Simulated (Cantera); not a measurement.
Silicon etching in halogen gases: Si + HCl + H₂

A closed system holds: 1 mol Si, 8.4 mol HCl, 0.93 mol H₂, equilibrated at 1275 K and 10.0 mbar.

Equilibrium computed with Cantera from the NASA thermochemical tables; the gas is ideal and each condensed phase is pure. Candidate condensed phases: Si; 19 gas species. The tables' values for SiCl₃ are old estimates; treat these amounts as uncertain. Rates play no part.

```json
{
 "x(HCl)": "0.551",
 "x(H₂)": "0.330",
 "x(SiCl₄)": "0.0964",
 "x(SiCl₃)": "0.0112",
 "x(SiCl₂)": "0.00842",
 "x(SiHCl₃)": "0.00233",
 "x(SiH₂Cl₂)": "7.83e-6",
 "x(Cl)": "6.00e-6",
 "x(H)": "4.24e-6",
 "gas_amount": "8.448 mol",
 "log10 activity of Si(s) (absent)": "-2.45"
}
```
